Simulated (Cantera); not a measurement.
## HI + H₂O + H₂ (abatement and gas-phase synthesis)

Input: 1 mol HI, 0.11 mol H₂O, 1.1 mol H₂, held at 4.50 bar.

Equilibrium computed with Cantera from the NASA thermochemical tables; the gas is ideal and each condensed phase is pure. Candidate condensed phases: H₂O, I₂; 25 gas species. Ions and electrons are included (thermal ionisation). The numbers say what is thermodynamically allowed, not how fast it happens.

| T (°C) | log p H | log p H₂ | log p I | log p HI | log p H₂O | log p O | log p OH |
|---|---|---|---|---|---|---|---|
| 1727 | -2.59 | 0.40 | -0.04 | -0.06 | -0.70 | -7.81 | -4.68 |
| 2227 | -1.40 | 0.40 | 0.11 | -0.36 | -0.72 | -5.19 | -3.21 |
| 2727 | -0.61 | 0.38 | 0.15 | -0.63 | -0.75 | -3.43 | -2.23 |
| 3227 | -0.08 | 0.30 | 0.14 | -0.90 | -0.87 | -2.20 | -1.58 |
| 3727 | 0.25 | 0.10 | 0.10 | -1.21 | -1.24 | -1.42 | -1.32 |
| 4227 | 0.42 | -0.23 | 0.05 | -1.56 | -1.98 | -1.09 | -1.48 |
| 4727 | 0.49 | -0.63 | 0.02 | -1.90 | -2.89 | -1.00 | -1.86 |
log p: log10 of the partial pressure in bar; nothing condenses.

From 1727 °C to 4727 °C nothing is condensed.
